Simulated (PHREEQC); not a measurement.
A solution holds 0.012 mol/kgw MnSO4, 3.9e-05 mol/kgw CuCl2, 0.00095 mol/kgw NaHCO3 and 0.004 mol/kgw MgCl2, at 25 °C. Closed to the air; pH follows from the charge balance.

All values are PHREEQC results (ion-association model, wateq4f.dat), not measurements.

Task: The ionic strength comes out as 0.0436 mol/kgw. What activity coefficients do MnOH+, Mg+2, HCO3-, NaSO4-, MnHCO3+ get?

Result: MnOH+ 0.83, Mg+2 0.50, HCO3- 0.84, NaSO4- 0.84, MnHCO3+ 0.83.

Precipitation was switched off in this run. The solution is supersaturated, for example in Rhodochrosite, Malachite, so a real one may precipitate; this is no full list. The database's constant for dissolved Cu(OH)2 is higher than later reviews accept.
